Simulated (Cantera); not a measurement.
An isothermal, constant-pressure homogeneous reactor starts with NO : N2 = 1 : 0.3 (molar parts), at 1998 K and 0.580 bar. Integrator tolerance rtol = 1e-08.

Model: GRI-Mech 3.0 (53 species, 325 reactions), integrated in Cantera.

### Question
What does this change do: pressure from 0.580 bar to 1.00 bar?

### Answer
| quantity | before | after |
|---|---|---|
| x(NO) at 5.00 s | 0.0256 (gas-phase equilibrium 0.00905) | 0.0165 (gas-phase equilibrium 0.00905) |
| x(O) at 5.00 s | 0.000531 (gas-phase equilibrium 0.000536) | 0.000407 (gas-phase equilibrium 0.000408) |
| x(O2) at 5.00 s | 0.371 (gas-phase equilibrium 0.380) | 0.376 (gas-phase equilibrium 0.380) |
| x(N2) at 5.00 s | 0.602 (gas-phase equilibrium 0.611) | 0.607 (gas-phase equilibrium 0.611) |
| x(N2O) at 5.00 s | 5.56e-7 (gas-phase equilibrium 3.41e-7) | 5.23e-7 (gas-phase equilibrium 4.48e-7) |
| x(NO2) at 5.00 s | 4.47e-5 (gas-phase equilibrium 1.60e-5) | 3.82e-5 (gas-phase equilibrium 2.10e-5) |

### Question
What does this change do: pressure from 0.580 bar to 1.80 bar?

### Answer
| quantity | before | after |
|---|---|---|
| x(NO) at 5.00 s | 0.0256 (gas-phase equilibrium 0.00905) | 0.0118 (gas-phase equilibrium 0.00905) |
| x(O) at 5.00 s | 0.000531 (gas-phase equilibrium 0.000536) | 0.000304 (gas-phase equilibrium 0.000304) |
| x(O2) at 5.00 s | 0.371 (gas-phase equilibrium 0.380) | 0.378 (gas-phase equilibrium 0.380) |
| x(N2) at 5.00 s | 0.602 (gas-phase equilibrium 0.611) | 0.609 (gas-phase equilibrium 0.611) |
| x(N2O) at 5.00 s | 5.56e-7 (gas-phase equilibrium 3.41e-7) | 6.25e-7 (gas-phase equilibrium 6.01e-7) |
| x(NO2) at 5.00 s | 4.47e-5 (gas-phase equilibrium 1.60e-5) | 3.69e-5 (gas-phase equilibrium 2.82e-5) |
